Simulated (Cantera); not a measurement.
A freely propagating, adiabatic, planar premixed flame of 5.44 % CH4, 0.267 % C2H6, 2.50 % C3H8, 24.8 % O2, 67.0 % N2, equivalence ratio 0.98, unburnt at 600 K and 74000 Pa; mixture-averaged transport, grid criteria slope 0.08 and curve 0.16, no radiation.

Computed with Cantera and GRI-Mech 3.0 (53 species, 325 reactions). GRI-Mech 3.0 was tuned for natural gas; its chemistry of propane as a main component is partial and can be far from experiment. Burning velocities carry a grid error of a few per cent, more on coarse grids.

x: mole fraction of selected species; z is measured from the peak of heat release.

```
z (mm)   T (K)  u (m/s)    x CH4    x C2H6    x C3H8    x C2H2     x CH3    x N2O
-------  -----  -------  -------  --------  --------  --------  --------  -------
-0.855     600     2.24   0.0544   0.00267    0.0250     <1e-8   2.22e-8    <1e-8
-0.570     601     2.25   0.0542   0.00266    0.0250   1.06e-7   2.93e-7    <1e-8
-0.427     604     2.27   0.0540   0.00265    0.0249   7.28e-7   1.59e-6    <1e-8
-0.285     637     2.41   0.0526   0.00267    0.0246   1.06e-5   2.06e-5    <1e-8
-0.142     987     3.84   0.0419   0.00324    0.0182  0.000240   0.00102    <1e-8
-0.0712   1432     5.74   0.0263   0.00215   0.00597  0.000818   0.00425      ___
0         1864     7.63  0.00866  0.000216  0.000219   0.00132   0.00377      ___
0.0712    2071     8.53  0.00123   2.30e-6   4.81e-7  0.000379  0.000800      ___
0.142     2127     8.75  9.62e-5     <1e-8     <1e-8   2.71e-5   7.05e-5      ___
0.285     2167     8.86  4.80e-7     <1e-8     <1e-8   6.01e-8   3.78e-7  9.24e-8
0.570     2218     9.01    <1e-8     <1e-8     <1e-8     <1e-8     <1e-8  9.54e-8
1.14      2287     9.24    <1e-8     <1e-8     <1e-8     <1e-8     <1e-8      ___
2.28      2375     9.53    <1e-8     <1e-8     <1e-8     <1e-8     <1e-8      ___
```

Complete the blanks.


- -0.0712, x N2O: 1.31e-8
- 0, x N2O: 3.33e-8
- 0.0712, x N2O: 5.83e-8
- 0.142, x N2O: 7.87e-8
- 1.14, x N2O: 1.05e-7
- 2.28, x N2O: 1.30e-7
